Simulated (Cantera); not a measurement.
A closed system holds: 1 mol MgCO3, 0.2 mol H2S, 1.7 mol O2, held at 105 Torr.

Cantera equilibrium calculation (NASA polynomials, part measured and part estimated; ideal gas, pure solids and liquids). Candidate condensed phases: C, C6H6, C7H8, C8H18, H2O, H2SO4, Mg, MgCO3, MgO, Mg(OH)2, MgS, MgSO4, S; 130 gas species. Mutual solubility and eutectic melting of coexisting phases are not modelled. Equilibrium is a limit: real reactors are often held back by kinetics, nucleation or transport.

Problem. At 1125 K, list the 4 most abundant gas species with their mole fractions, and the condensed phases.

Solution. O2 0.516, CO2 0.393, H2O 0.0786, SO2 0.0110. Condensed: MgO(s) + MgSO4(s).
